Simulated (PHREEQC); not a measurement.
Solution (63 °C): 0.24 mol/kgw K2SO4. Closed to the air; pH follows from the charge balance.

Model: ion-association model, wateq4f.dat, run in PHREEQC.

Each row changes one thing in this solution. No solid was allowed to form.

| case | ionic strength (mol/kgw) | K+ (mol/kgw) | SO4-2 (mol/kgw) | KSO4- (mol/kgw) | HSO4- (mol/kgw) |
|---|---|---|---|---|---|
| as made | 0.506 | 0.373 | 0.133 | 0.107 | 1.20e-6 |
| temperature from 63 to 35 °C | 0.543 | 0.391 | 0.151 | 0.0886 | 3.79e-7 |
| temperature from 63 to 55 °C | 0.516 | 0.378 | 0.138 | 0.102 | 8.82e-7 |
| K2SO4 from 0.24 to 0.36 mol/kgw | 0.721 | 0.541 | 0.181 | 0.179 | ? |
| 0.017 mol/kgw KNO3 added | 0.520 | 0.388 | 0.131 | ? | ? |

Problem. Some entries are withheld; supply them.

Solution. 
- K2SO4 from 0.24 to 0.36 mol/kgw, HSO4- (mol/kgw): 1.37e-6
- 0.017 mol/kgw KNO3 added, KSO4- (mol/kgw): 0.109
- 0.017 mol/kgw KNO3 added, HSO4- (mol/kgw): 1.19e-6

The ionic strength passes 0.7 mol/kgw, the rough limit of the ion-association models, in K2SO4 from 0.24 to 0.36 mol/kgw. At this temperature some constants are extrapolated from 25 °C, and those without enthalpy data are left unchanged.
